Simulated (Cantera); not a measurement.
Input: 1 mol C₂H₆, 0.48 mol H₂, 6 mol N₂, equilibrated at 2500 K and 1.50 mbar.

Method: chemical equilibrium by Gibbs-energy minimisation in Cantera with the NASA 1993 tables (ideal gas, pure condensed phases). Candidate condensed phases: C, C₆H₆, C₇H₈, C₈H₁₈; 92 gas species. Equilibrium is a limit: real reactors are often held back by kinetics, nucleation or transport.

Base state: N₂ 0.534, H 0.267, H₂ 0.170, HCN 0.0213, HNC 0.00250, CN 0.00195, C₂H₂ (acetylene) 0.00184, C₃ 0.000331 (mole fractions); condensed: C(graphite).

Question: What changes in the equilibrium state with this change: N₂ from 6 to 17 mol?

Answer: 
```csv
species,before,after
N₂,0.534,0.751
H,0.267,0.164
H₂,0.170,0.0641
HCN,0.0213,0.0155
C₂H₂ (acetylene),0.00184,0.000693
C₂H,0.000208,0.000128
C₂N₂,4.15e-5,5.83e-5
HNC,0.00250,0.00182
CN,0.00195,0.00231
"C(graphite), mol",1.66,1.49
```
